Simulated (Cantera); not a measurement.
Boron, boron nitride and boron oxide: BF3 + H2 + N2 + NH3

Feed: 1 mol BF3, 82 mol H2, 4 mol N2, 0.27 mol NH3, at 1123 K and 10000 Pa.

Cantera equilibrium calculation (NASA polynomials, part measured and part estimated; ideal gas, pure solids and liquids). Candidate condensed phases: B, BN; 31 gas species. Equilibrium is a limit: real reactors are often held back by kinetics, nucleation or transport.

| Property | Result |
|---|---|
| x(H2) | 0.938 |
| x(N2) | 0.0461 |
| x(BF3) | 0.00909 |
| x(HF) | 0.00694 |
| x(BHF2) | 3.47e-5 |
| x(NH3) | 5.47e-6 |
| n(BN(s)) | 0.201 mol |
| gas amount | 87.54 mol |
| log10 activity of B(s) (absent) | -5.89 |
